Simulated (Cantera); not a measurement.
What does this Cantera script print?

```python
import numpy as np
import cantera as ct

gas = ct.Solution("gri30.yaml", transport_model="mixture-averaged")
show = ['N2', 'CH3', 'H2']

rows = []
print(f"{'T/K':>7s}{'rho':>11s}{'cp':>10s}{'mu':>11s}{'lambda':>11s}{'Pr':>7s}" + "".join(f"{'D_' + s:>11s}" for s in show))
for T in [400, 600, 800, 1000, 1200, 1400, 1600]:
    gas.TPX = T, 4800, {'CO': 0.36, 'C2H2': 0.34, 'NH3': 0.062}
    Pr = gas.cp_mass * gas.viscosity / gas.thermal_conductivity
    D = [gas.mix_diff_coeffs_mole[gas.species_index(s)] for s in show]
    rows.append([gas.density, gas.cp_mass, gas.viscosity, gas.thermal_conductivity, Pr, *D])
    print(f"{T:7g}{gas.density:11.4e}{gas.cp_mass:10.1f}{gas.viscosity:11.4e}"
          f"{gas.thermal_conductivity:11.4e}{Pr:7.3f}" + "".join(f"{d:11.4e}" for d in D))
print("SI units: kg/m3, J/kg/K, Pa s, W/m/K, m2/s")
```

It prints:

```
    T/K        rho        cp         mu     lambda     Pr       D_N2      D_CH3       D_H2
    400 3.7867e-02    1503.7 1.7134e-05 3.4374e-02  0.750 6.6254e-04 7.1273e-04 2.4206e-03
    600 2.5244e-02    1676.5 2.3409e-05 5.1912e-02  0.756 1.3393e-03 1.4559e-03 4.8079e-03
    800 1.8933e-02    1812.0 2.8817e-05 6.8898e-02  0.758 2.1848e-03 2.3870e-03 7.7819e-03
   1000 1.5147e-02    1927.4 3.3667e-05 8.5276e-02  0.761 3.1812e-03 3.4852e-03 1.1285e-02
   1200 1.2622e-02    2022.5 3.8122e-05 1.0101e-01  0.763 4.3165e-03 4.7369e-03 1.5277e-02
   1400 1.0819e-02    2100.0 4.2280e-05 1.1609e-01  0.765 5.5820e-03 6.1320e-03 1.9728e-02
   1600 9.4667e-03    2163.1 4.6205e-05 1.3053e-01  0.766 6.9709e-03 7.6629e-03 2.4614e-02
SI units: kg/m3, J/kg/K, Pa s, W/m/K, m2/s
```

Model: GRI-Mech 3.0 (53 species, 325 reactions), integrated in Cantera. Polar gases are described roughly by these parameters. The composition is frozen, though it would react at the higher temperatures.
